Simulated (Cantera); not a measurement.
An adiabatic, constant-volume homogeneous reactor starts with 7.81 % CO, 2.03 % H2, 3.20 % CH4, 18.3 % O2, 68.7 % N2, equivalence ratio 0.62, at 1673 K and 510000 Pa.

Cantera simulation using GRI-Mech 3.0 (53 species, 325 reactions); the numbers are that mechanism's predictions, not measurements.

Q: Predict: time of steepest temperature rise; temperature at 1.00 s; equilibrium temperature; x(CO) at 1.00 s; x(H2) at 1.00 s; x(N2O) at 1.00 s.

A: 
* **time of steepest temperature rise**: 14.6 µs
* **temperature at 1.00 s**: 2900 K
* **equilibrium temperature**: 2900 K
* **x(CO) at 1.00 s**: 0.0260 (gas-phase equilibrium 0.0260)
* **x(H2) at 1.00 s**: 0.00310 (gas-phase equilibrium 0.00310)
* **x(N2O) at 1.00 s**: 3.49e-6 (gas-phase equilibrium 3.49e-6)
